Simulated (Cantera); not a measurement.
**Stirred combustor or abatement burner**

A perfectly stirred reactor is fed with 8.55 % CH4, 1.62 % C2H6, 13.4 % O2, 76.4 % N2, equivalence ratio 1.7, at 1600000 Pa; it is adiabatic with a 398 K inlet, and is followed from long to short residence time, starting on the burning branch (τ in s: 0.075, 0.03, 0.012, 0.0048, 0.0019, 0.00078, 0.00031, 0.00013, 5e-05, 2e-05, 8.1e-06, 3.2e-06).

Detailed kinetics in Cantera: GRI-Mech 3.0 (53 species, 325 reactions). The pressure lies above the range GRI-Mech 3.0 was tuned for (to about 10 atm).

```
τ (s)    T (K)   x CH4    x C2H6     x O2     x NO2     x NO    x CO
-------  -----  ------  --------  -------  --------  -------  ------
0.075     1642  0.0152   4.79e-5  0.00104  1.43e-11  1.08e-8  0.0438
0.030     1638  0.0167   9.24e-5  0.00205  3.76e-11  1.43e-8  0.0436
0.012     1621  0.0178  0.000181  0.00386  8.68e-11  1.63e-8  0.0453
0.0048    1588  0.0191  0.000365  0.00719  1.91e-10  1.63e-8  0.0482
0.0019    1509  0.0223  0.000848   0.0153  4.71e-10  1.20e-8  0.0499
0.00078    398  0.0855    0.0162    0.134    <1e-12   <1e-12  <1e-12
0.00031    398  0.0855    0.0162    0.134    <1e-12   <1e-12  <1e-12
0.00013    398  0.0855    0.0162    0.134    <1e-12   <1e-12  <1e-12
5.0e-5     398  0.0855    0.0162    0.134    <1e-12   <1e-12  <1e-12
2.0e-5     398  0.0855    0.0162    0.134    <1e-12   <1e-12  <1e-12
8.1e-6     398  0.0855    0.0162    0.134    <1e-12   <1e-12  <1e-12
3.2e-6     398  0.0855    0.0162    0.134    <1e-12   <1e-12  <1e-12
```
x: mole fraction; the columns are a selection and need not sum to one.
